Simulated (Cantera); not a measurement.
An isothermal, constant-pressure homogeneous reactor starts with NH3 : N2 = 1 : 4.1 (molar parts), at 2225 K and 2670 Pa.

Model: the gas-phase N/H chemistry of the illustrative SiF4/NH3 mechanism in the Surface Chemkin manual (1991), integrated in Cantera. Walls and surfaces, which speed up NH3 decomposition in real reactors, are not modelled.

x: mole fraction; the columns are a selection and need not sum to one.

```json
[
 {"t (s)": "0.000200", "x NH3": "0.196", "x N2": "0.804", "x NH2": "?", "x N2H4": "9.18e-11", "x N2H2": "2.03e-8", "x N": "8.36e-10"},
 {"t (s)": "0.000702", "x NH3": "0.195", "x N2": "0.804", "x NH2": "?", "x N2H4": "1.11e-9", "x N2H2": "3.64e-7", "x N": "2.64e-8"},
 {"t (s)": "0.00247", "x NH3": "0.193", "x N2": "0.803", "x NH2": "0.00182", "x N2H4": "7.98e-9", "x N2H2": "3.45e-6", "x N": "2.65e-7"},
 {"t (s)": "0.00866", "x NH3": "0.181", "x N2": "0.800", "x NH2": "0.00181", "x N2H4": "7.85e-9", "x N2H2": "4.69e-6", "x N": "1.57e-6"},
 {"t (s)": "0.0304", "x NH3": "0.146", "x N2": "0.791", "x NH2": "?", "x N2H4": "3.89e-9", "x N2H2": "3.39e-6", "x N": "4.29e-6"},
 {"t (s)": "0.107", "x NH3": "0.0723", "x N2": "0.772", "x NH2": "?", "x N2H4": "1.13e-9", "x N2H2": "1.39e-6", "x N": "6.09e-6"},
 {"t (s)": "0.375", "x NH3": "0.00927", "x N2": "0.756", "x NH2": "?", "x N2H4": "5.69e-11", "x N2H2": "1.24e-7", "x N": "5.53e-6"},
 {"t (s)": "1.32", "x NH3": "1.17e-5", "x N2": "0.751", "x NH2": "?", "x N2H4": "<1e-12", "x N2H2": "3.16e-11", "x N": "1.52e-6"},
 {"t (s)": "4.62", "x NH3": "7.18e-8", "x N2": "0.747", "x NH2": "?", "x N2H4": "<1e-12", "x N2H2": "<1e-12", "x N": "1.48e-7"},
 {"t (s)": "16.2", "x NH3": "3.75e-8", "x N2": "0.747", "x NH2": "9.65e-9", "x N2H4": "<1e-12", "x N2H2": "<1e-12", "x N": "8.84e-8"},
 {"t (s)": "57.0", "x NH3": "3.75e-8", "x N2": "0.747", "x NH2": "9.63e-9", "x N2H4": "<1e-12", "x N2H2": "<1e-12", "x N": "8.82e-8"},
 {"t (s)": "200", "x NH3": "3.75e-8", "x N2": "0.747", "x NH2": "9.63e-9", "x N2H4": "<1e-12", "x N2H2": "<1e-12", "x N": "8.82e-8"}
]
```

Problem. What belongs in the gaps?

Solution. 
- 0.000200, x NH2: 0.000196
- 0.000702, x NH2: 0.000678
- 0.0304, x NH2: 0.00127
- 0.107, x NH2: 0.000686
- 0.375, x NH2: 0.000154
- 1.32, x NH2: 1.14e-6
- 4.62, x NH2: 1.76e-8
